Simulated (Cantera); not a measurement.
An adiabatic, constant-pressure homogeneous reactor starts with H₂ : O₂ : N₂ = 1 : 1.35 : 5.08 (molar parts), equivalence ratio 0.37, at 1475 K and 1.01 bar.

Cantera simulation using the H2/O2 subset of GRI-Mech 3.0, which has no nitrogen chemistry; the numbers are that mechanism's predictions, not measurements.

**Question.** Predict: time of steepest temperature rise; temperature at 0.800 s; equilibrium temperature; x(H₂) at 0.800 s; x(O₂) at 0.800 s; x(H₂O₂) at 0.800 s; x(O) at 0.800 s; x(OH) at 0.800 s.

**Answer.** 
- time of steepest temperature rise = 16.4 µs
- temperature at 0.800 s = 2355 K
- equilibrium temperature = 2355 K
- x(H₂) at 0.800 s = 0.00112 (gas-phase equilibrium 0.00112)
- x(O₂) at 0.800 s = 0.119 (gas-phase equilibrium 0.119)
- x(H₂O₂) at 0.800 s = 2.43e-7 (gas-phase equilibrium 2.43e-7)
- x(O) at 0.800 s = 0.00234 (gas-phase equilibrium 0.00234)
- x(OH) at 0.800 s = 0.00909 (gas-phase equilibrium 0.00909)
